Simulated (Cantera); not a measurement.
CH3SiCl3 + C2H4 + H2 (silicon carbide growth)

Feed: 1 mol CH3SiCl3, 0.61 mol C2H4, 460 mol H2, held at 0.190 bar.

Method: chemical equilibrium by Gibbs-energy minimisation in Cantera with the NASA 1993 tables (ideal gas, pure condensed phases). Candidate condensed phases: C, C6H6, C7H8, C8H18, Si, SiC; 109 gas species. The feed counts by its element totals alone. The tables' values for SiCl are old estimates; treat these amounts as uncertain. Gases not in the tables: Si2H6 and higher silanes. Kinetics and transport are ignored.

```json
[
 {"T (K)": "1023", "x H2": "0.991", "x H": "9.45e-9", "x HCl": "0.00646", "x CH4": "0.00264", "x C2H2 (acetylene)": "7.39e-11", "x Si": "<1e-12", "x Cl": "5.69e-11", "n SiC(s)": "0.998", "n C(graphite)": "0"},
 {"T (K)": "1223", "x H2": "0.991", "x H": "6.87e-7", "x HCl": "0.00648", "x CH4": "0.00249", "x C2H2 (acetylene)": "1.55e-7", "x Si": "<1e-12", "x Cl": "3.87e-9", "n SiC(s)": "1.000", "n C(graphite)": "0.0684"},
 {"T (K)": "1423", "x H2": "0.993", "x H": "1.52e-5", "x HCl": "0.00647", "x CH4": "0.000713", "x C2H2 (acetylene)": "3.41e-6", "x Si": "4.27e-11", "x Cl": "8.10e-8", "n SiC(s)": "1.000", "n C(graphite)": "0.886"},
 {"T (K)": "1623", "x H2": "0.993", "x H": "0.000158", "x HCl": "0.00646", "x CH4": "0.000278", "x C2H2 (acetylene)": "3.46e-5", "x Si": "9.36e-9", "x Cl": "8.10e-7", "n SiC(s)": "0.999", "n C(graphite)": "1.06"},
 {"T (K)": "1823", "x H2": "0.992", "x H": "0.000990", "x HCl": "0.00645", "x CH4": "0.000133", "x C2H2 (acetylene)": "0.000210", "x Si": "6.22e-7", "x Cl": "4.91e-6", "n SiC(s)": "0.998", "n C(graphite)": "0.964"},
 {"T (K)": "2023", "x H2": "0.988", "x H": "0.00433", "x HCl": "0.00641", "x CH4": "7.41e-5", "x C2H2 (acetylene)": "0.000883", "x Si": "1.79e-5", "x Cl": "2.09e-5", "n SiC(s)": "0.982", "n C(graphite)": "0.377"},
 {"T (K)": "2223", "x H2": "0.977", "x H": "0.0145", "x HCl": "0.00631", "x CH4": "3.35e-5", "x C2H2 (acetylene)": "0.00154", "x Si": "0.000378", "x Cl": "6.81e-5", "n SiC(s)": "0.723", "n C(graphite)": "0"},
 {"T (K)": "2423", "x H2": "0.950", "x H": "0.0396", "x HCl": "0.00610", "x CH4": "1.60e-5", "x C2H2 (acetylene)": "0.00219", "x Si": "0.00157", "x Cl": "0.000181", "n SiC(s)": "0", "n C(graphite)": "0"},
 {"T (K)": "2623", "x H2": "0.898", "x H": "0.0916", "x HCl": "0.00573", "x CH4": "6.99e-6", "x C2H2 (acetylene)": "0.00215", "x Si": "0.00173", "x Cl": "0.000409", "n SiC(s)": "0", "n C(graphite)": "0"}
]
```
x: gas mole fraction; n: condensed amount in mol.

At 1023 K the condensed part is SiC(s). From 1223 K to 2023 K the condensed part is C(graphite) + SiC(s). At 2223 K the condensed part is SiC(s). From 2423 K to 2623 K nothing is condensed. The main Si-bearing gas is SiHCl3 at 1023 K and Si at 2623 K.
